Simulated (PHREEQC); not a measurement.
0.74 g of hydrous ferric oxide (600 m²/g; 0.2 weak and 0.005 strong sites per Fe, Dzombak-Morel constants, diffuse double layer) in 1 kg of water with 0.001 mol/kgw of an inert sodium salt and 0.28 mmol/kgw H3BO3, 4.2 mmol/kgw BaCl2 and 0.0021 mmol/kgw MgCl2, at 25 °C; the pH is set by adding NaOH or the inert anion's acid. Oxygen alone is held at its pressure in air (log pO2 = -0.68). The system is closed to CO2. Nothing may precipitate in this run.

The series has 17 steps of pH, from 4 to 10.

Model: ion-association model, wateq4f.dat, run in PHREEQC.

Q: Near which pH is half of the Mg sorbed, and on which side is more sorbed?

A: Near pH 7.9, with more sorbed at higher pH.

Complexes and solids missing from the database can't appear.
